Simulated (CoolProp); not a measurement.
Model: reference Helmholtz-energy equation of state, Gao 2016, in CoolProp.

### Question
Give the vapour pressure (MPa), enthalpy of vaporisation (kJ/kg), liquid cp (kJ/(kg K)), vapour Z of saturated sulfur dioxide at 83.25, 98.35 °C.

### Answer
| T (°C) | p (MPa) | enthalpy of vaporisation (kJ/kg) | liquid cp (kJ/(kg K)) | vapour Z |
|---|---|---|---|---|
| 83.25 | 1.94 | 285 | 1.57 | 0.799 |
| 98.35 | 2.69 | 260 | 1.69 | 0.748 |
